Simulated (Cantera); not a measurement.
Feed: 1 mol C₆H₆, 0.16 mol CO₂, 4 mol H₂, 0.18 mol NH₃, at 1377 °C and 16.0 bar.

Equilibrium computed with Cantera from the NASA thermochemical tables; the gas is ideal and each condensed phase is pure. Rates play no part.

```csv
species,before,after
CO,0.0420,0.594
H₂,0.927,0.394
N₂,0.0118,0.00492
CH₄,0.0183,0.00330
CO₂,5.66e-6,0.00113
H₂O,0.000401,0.00241
NH₃,6.36e-5,1.14e-5
C₂H₄,4.57e-5,8.24e-6
HCN,0.000288,0.000122
C₂H₂ (acetylene),4.23e-5,1.80e-5
"C(graphite), mol",5.70,0.601
```
Gas species are given as mole fractions.

Q: Name the change that produced these shifts.
A) pressure from 16.0 bar to 13.3 mbar
B) CO₂ from 0.16 to 0.079 mol
C) pressure from 16.0 bar to 0.100 bar
D) CO₂ from 0.16 to 5.4 mol

A: D, CO₂ from 0.16 to 5.4 mol
